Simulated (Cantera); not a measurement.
# Silicon oxide and oxynitride deposition: SiCl₄ + N₂O + N₂ + O₂

A closed system holds: 1 mol SiCl₄, 2.7 mol N₂O, 46 mol N₂, 0.086 mol O₂, held at 1473.15 K and 14.3 Torr.

These are equilibrium values from Cantera (NASA tables, ideal gas, pure condensed phases), not measurements of a reactor. Candidate condensed phases: Si, SiO₂, Si₂N₂O, Si₃N₄; 23 gas species. The tables hold silica as quartz up to 1696 K and as liquid above; real silica turns to tridymite and cristobalite and melts near 1996 K. Kinetics and transport are ignored.

```
Item                                 Result
--------------------------------  ---------
x(N₂)                                 0.931
x(Cl)                                0.0445
x(Cl₂)                               0.0160
x(O₂)                               0.00821
x(NO)                              0.000230
x(ClO)                              1.42e-5
x(O)                                1.84e-6
n(SiO₂(β-quartz))                 1.000 mol
gas amount                        52.30 mol
log10 activity of Si(s) (absent)     -19.17
```
